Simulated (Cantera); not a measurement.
Feed: 1 mol Al(CH3)3, 0.32 mol O2, 5.1 mol N2, held at 1225 K and 47.0 mbar.

Equilibrium computed with Cantera from the NASA thermochemical tables; the gas is ideal and each condensed phase is pure. Candidate condensed phases: Al, AlN, Al2O3, C, C6H6, C7H8, C8H18, H2O; 148 gas species. The feed counts by its element totals alone. Mutual solubility and eutectic melting of coexisting phases are not modelled. The numbers say what is thermodynamically allowed, not how fast it happens.

Base state: N2 0.516, H2 0.482, CO 0.00141, CH4 0.000144, HCN 4.88e-5 (mole fractions); condensed: AlN(s) + Al2O3(s) + C(graphite).

**Question.** What changes in the equilibrium state with this change: O2 from 0.32 to 4.9 mol?

**Answer.** 
```csv
species,before,after
N2,0.516,0.405
H2O,6.31e-7,0.264
CO2,1.26e-9,0.157
H2,0.482,0.0933
CO,0.00141,0.0813
CH4,0.000144,<1e-9
HCN,4.88e-5,<1e-9
"AlN(s), mol",0.582,0
"Al2O3(s), mol",0.209,0.500
"C(graphite), mol",2.99,0
```
